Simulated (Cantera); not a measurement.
## Equilibrium for silicon oxide and oxynitride deposition: TEOS + H₂O + H₂

Feed: 1 mol TEOS, 3.6 mol H₂O, 60 mol H₂, held at 1975 K and 0.430 bar.

Equilibrium computed with Cantera from the NASA thermochemical tables; the gas is ideal and each condensed phase is pure. Candidate condensed phases: C, C₆H₆, C₇H₈, C₈H₁₈, H₂O, Si, SiC, SiO₂; 123 gas species. The feed counts by its element totals alone. Rates play no part.

- x(H₂) = 0.904
- x(CO) = 0.0897
- x(SiO) = 0.00383
- x(H) = 0.00198
- x(C₂H₂ (acetylene)) = 0.000121
- x(CH₄) = 7.23e-5
- x(H₂O) = 9.97e-6
- x(SiH₂) = 9.16e-6
- x(Si) = 8.28e-6
- n(SiC(s)) = 0.687 mol
- gas amount = 81.27 mol
- log10 activity of C(graphite) (absent) = -0.34
- log10 activity of Si(l) (absent) = -0.96
